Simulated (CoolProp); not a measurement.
R114 along the isotherm 158.95 °C: density (kg/m³) from the reference equation and from simpler models built on Tc = 147.5 °C, pc = 3.352 MPa, ω = 0.252; each cubic takes its own stable root.

Model: reference Helmholtz-energy equation of state, Platzer 1990, in CoolProp. This equation is an older, rougher fit; its heat capacities, sound speeds and derivatives of the liquid may be far off and weren't checked against measurements.

```csv
p (MPa),phase,reference
0.053,gas,2.534
0.0856,gas,4.105
0.138,gas,6.651
0.224,gas,10.88
0.361,gas,17.78
0.583,gas,29.38
0.943,gas,49.47
1.52,gas,85.87
2.46,gas,163.3
3.97,supercritical,551.0
6.42,supercritical,945.0
10.4,supercritical,1062
16.8,supercritical,1154
```

How far does each simpler model (van der Waals, Redlich-Kwong, Soave-Redlich-Kwong, Peng-Robinson) lie from the reference over these 13 states: mean and median of the absolute difference, and the worst?


- van der Waals: mean 5.9 %, median 0.7 %, worst -23.2 % at 158.95 °C and 6.42 MPa
- Redlich-Kwong: mean 1.4 %, median 0.1 %, worst -8.8 % at 158.95 °C and 6.42 MPa
- Soave-Redlich-Kwong: mean 2.4 %, median 0.1 %, worst -10.3 % at 158.95 °C and 6.42 MPa
- Peng-Robinson: mean 1.9 %, median 1.0 %, worst +8.1 % at 158.95 °C and 16.8 MPa
